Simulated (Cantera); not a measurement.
A freely propagating, adiabatic, planar premixed flame of H2 : O2 : N2 = 1 : 0.238 : 0.895 (molar parts), equivalence ratio 2.1, unburnt at 700 K and 750 Torr; multicomponent+Soret transport, grid criteria slope 0.08 and curve 0.16, no radiation.

Cantera simulation using the H2/O2 subset of GRI-Mech 3.0, which has no nitrogen chemistry; the numbers are that mechanism's predictions, not measurements. Burning velocities carry a grid error of a few per cent, more on coarse grids.

Q: Predict: laminar burning velocity; thermal thickness; peak x(OH); peak x(HO2); peak x(H).

A: 
- laminar burning velocity = 1120 cm/s
- thermal thickness = 0.481 mm
- peak x(OH) = 0.00556
- peak x(HO2) = 0.000187
- peak x(H) = 0.101
